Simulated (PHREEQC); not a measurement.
Dissolve 0.0071 mol SrCl2, 3.1e-05 mol NaHCO3 and 0.11 mol KCl per kg of water at 80 °C. Closed to the air; pH follows from the charge balance.

All values are PHREEQC results (ion-association model, phreeqc.dat), not measurements.

No solid was allowed to form.

Q: Order these C species by the share of C that they hold, largest first: HCO3-, SrHCO3+, CO3-2, CO2, SrCO3.

A: HCO3- (72 %), SrHCO3+ (17 %), CO2 (11 %), SrCO3 (0.29 %), CO3-2 (0.13 %)

The pH is 7.00 and the ionic strength 0.131 mol/kgw. Constants without temperature data keep their 25 °C values here.
